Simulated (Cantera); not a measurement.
# Moist CO burnout

An isothermal, constant-pressure homogeneous reactor starts with CO : O2 : H2O : N2 = 0.014 : 0.03 : 0.04 : 1 (molar parts), equivalence ratio 0.23, at 923 K and 1.70 bar.

Model: GRI-Mech 3.0 (53 species, 325 reactions), integrated in Cantera.

| t (s) | x CO | x O2 | x H2O | x N2O | x NO | x H2 |
|---|---|---|---|---|---|---|
| 0.000200 | 0.0129 | 0.0277 | 0.0369 | <1e-12 | <1e-12 | <1e-12 |
| 0.000406 | 0.0129 | 0.0277 | 0.0369 | <1e-12 | <1e-12 | <1e-12 |
| 0.000825 | 0.0129 | 0.0277 | 0.0369 | <1e-12 | <1e-12 | <1e-12 |
| 0.00168 | 0.0129 | 0.0277 | 0.0369 | <1e-12 | <1e-12 | 1.47e-12 |
| 0.00340 | 0.0129 | 0.0277 | 0.0369 | <1e-12 | <1e-12 | 4.34e-12 |
| 0.00691 | 0.0129 | 0.0277 | 0.0369 | <1e-12 | <1e-12 | 1.22e-11 |
| 0.0140 | 0.0129 | 0.0277 | 0.0369 | <1e-12 | <1e-12 | 3.70e-11 |
| 0.0285 | 0.0129 | 0.0277 | 0.0369 | <1e-12 | <1e-12 | 1.32e-10 |
| 0.0579 | 0.0129 | 0.0277 | 0.0369 | 2.05e-12 | <1e-12 | 6.18e-10 |
| 0.118 | 0.0129 | 0.0277 | 0.0369 | 1.14e-11 | <1e-12 | 4.79e-9 |
| 0.239 | 0.0129 | 0.0277 | 0.0369 | 1.36e-10 | <1e-12 | 8.62e-8 |
| 0.485 | 0.0128 | 0.0276 | 0.0369 | 1.17e-9 | <1e-12 | 1.38e-6 |
| 0.985 | 0.0122 | 0.0273 | 0.0369 | 4.98e-9 | <1e-12 | 8.38e-6 |
| 2.00 | 0.0110 | 0.0267 | 0.0369 | 1.34e-8 | <1e-12 | 2.08e-5 |
x: mole fraction; the columns are a selection and need not sum to one.

Equilibrium at this temperature and pressure: CO <1e-12, O2 0.0214, H2O 0.0371, N2O 5.52e-10, NO 4.35e-6, H2 1.43e-12 (gas phase only).
